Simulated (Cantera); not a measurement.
**Catalytic stagnation flow on Pt**

A jet of 7.06 % CH4, 5.74 % O2, 87.2 % N2, equivalence ratio 2.5 at 300 K and 0.0503 atm hits a platinum plate 4.9 cm away at a mass flux of 0.032 kg/m²/s; the plate temperature is set and raised in steps from an oxygen-covered start.

Model: Deutschmann's 1995 Pt surface mechanism with GRI-Mech 3.0 gas chemistry, integrated in Cantera. Catalytic surfaces can have several steady states; this one follows from the mechanism file's or the stated starting coverage.

```tsv
plate T (K)	wall x CH4	wall x O2	wall x H2O	wall x OH	wall x CO	wall x CO2	θ free Pt	θ H*	θ CO*	θ C*
950	0.0280	0.00735	0.0473	<1e-8	0.0444	1.75e-5	0.369	0.00166	0.0421	0.587
1000	0.0170	0.00427	0.0422	<1e-8	0.0556	4.08e-5	0.514	0.00210	0.0450	0.439
1050	0.00799	0.00206	0.0374	<1e-8	0.0647	0.000204	0.777	0.00246	0.0567	0.164
1100	0.00596	0.00161	0.0359	<1e-8	0.0664	0.000609	0.907	0.00228	0.0403	0.0503
1150	0.00548	0.00152	0.0351	<1e-8	0.0664	0.00127	0.956	0.00199	0.0241	0.0177
1200	0.00537	0.00152	0.0342	1.10e-8	0.0656	0.00225	0.977	0.00174	0.0141	0.00706
```
x: mole fraction at the wall; θ: surface coverage.
